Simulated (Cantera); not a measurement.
A closed system holds: 1 mol MgCl2, 37 mol H2, 0.54 mol N2, held at 1750 K and 1.70 Pa.

Method: chemical equilibrium by Gibbs-energy minimisation in Cantera with the NASA 1993 tables (ideal gas, pure condensed phases). Candidate condensed phases: Mg, MgCl2, NH4Cl; 18 gas species. Rates play no part.

Base state: H2 0.861, H 0.0523, HCl 0.0467, Mg 0.0244, N2 0.0133, Cl 0.00219, MgCl2 0.000114, MgCl 5.55e-5 (mole fractions); condensed: gas only.

Question: What changes in the equilibrium state with this change: pressure from 1.70 Pa to 20.0 mbar?

Answer: 
```csv
species,before,after
H2,0.861,0.936
HCl,0.0467,0.0230
MgCl2,0.000114,0.0139
H,0.0523,0.00159
Mg,0.0244,0.0113
N2,0.0133,0.0138
Cl,0.00219,3.02e-5
MgH,1.22e-6,2.02e-5
MgCl,5.55e-5,0.000416
```
The tables' values for MgH are old estimates; treat these amounts as uncertain.

Question: What changes in the equilibrium state with this change: H2 from 37 to 1.7 mol?

Answer: 
```
species    before    after
-------  --------  -------
HCl        0.0467    0.292
H2          0.861    0.267
Mg         0.0244    0.156
MgCl2    0.000114   0.0915
Cl        0.00219   0.0245
N2         0.0133    0.136
H          0.0523   0.0292
MgCl      5.55e-5  0.00397
```
